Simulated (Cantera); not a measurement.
Input: 1 mol Si3N4, a varied amount of CO2, 6.4 mol N2, at 1648 K and 750 Torr.

These are equilibrium values from Cantera (NASA tables, ideal gas, pure condensed phases), not measurements of a reactor. Candidate condensed phases: C, Si, SiC, SiO2, Si2N2O, Si3N4; 34 gas species. Mutual solubility and eutectic melting of coexisting phases are not modelled. Rates play no part.

Which condensed phases are stable at each of these points (n(CO2) (mol)): 0.098, 0.12, 0.16, 0.2, 0.25, 0.32, 0.41, 0.51, 0.65, 0.82, 1, 1.3?


```csv
n(CO2) (mol),condensed phases,Si condensed (%)
0.098,C(graphite) + Si2N2O(s) + Si3N4(s),100.0
0.12,C(graphite) + Si2N2O(s) + Si3N4(s),100.0
0.16,C(graphite) + Si2N2O(s) + Si3N4(s),100.0
0.2,C(graphite) + Si2N2O(s) + Si3N4(s),100.0
0.25,C(graphite) + Si2N2O(s) + Si3N4(s),100.0
0.32,C(graphite) + Si2N2O(s) + Si3N4(s),100.0
0.41,C(graphite) + Si2N2O(s) + Si3N4(s),100.0
0.51,C(graphite) + Si2N2O(s) + Si3N4(s),100.0
0.65,C(graphite) + Si2N2O(s) + Si3N4(s),100.0
0.82,C(graphite) + Si2N2O(s),100.0
1,C(graphite) + Si2N2O(s),100.0
1.3,C(graphite) + Si2N2O(s),100.0
```

From 0.098 mol CO2 to 0.65 mol CO2 the condensed part is C(graphite) + Si2N2O(s) + Si3N4(s). From 0.82 mol CO2 to 1.3 mol CO2 the condensed part is C(graphite) + Si2N2O(s).
